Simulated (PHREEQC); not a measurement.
A PHREEQC input (ion-association model, phreeqc.dat):

```
SOLUTION 1
  temp 25
  units mg/kgw
  pH 6.55
  pe 12.9
  Na 0.288
  K 0.00624
  Ca 0.0123
  Mg 0.0175
  Cl 0.00579
  S(6) 0.637 as SO4
  Alkalinity 0.11 as HCO3
  Li 4.87e-05
  Ba 0.000239
  Cu(2) 0.00399
  Si 0.000257 as SiO2
  Zn 0.0197
END
USE solution 1
EQUILIBRIUM_PHASES 1
  Quartz 0 0.5
  CO2(g) 2.5 10
END
```

The run finishes without an error or a warning.

Its last state differs from that of the intended input:

```json
[
 {"quantity": "pH", "as run": "2.99", "intended": "5.22"},
 {"quantity": "ionic strength (mol/kgw)", "as run": "0.00107", "intended": "2.95e-5"},
 {"quantity": "CO2 (mol/kgw)", "as run": "2.41", "intended": "0.000108"},
 {"quantity": "HCO3- (mol/kgw)", "as run": "0.00105", "intended": "7.92e-6"},
 {"quantity": "HSO4- (mol/kgw)", "as run": "5.38e-7", "intended": "3.84e-9"},
 {"quantity": "H3SiO4- (mol/kgw)", "as run": "1.45e-11", "intended": "2.55e-9"}
]
```

One thing in the input isn't as intended. What explains the difference?

One answer among several that fit: The fault: the CO2 pressure typed with the wrong sign of its logarithm. The line should read `CO2(g) -2.5` where the input has `CO2(g) 2.5`.
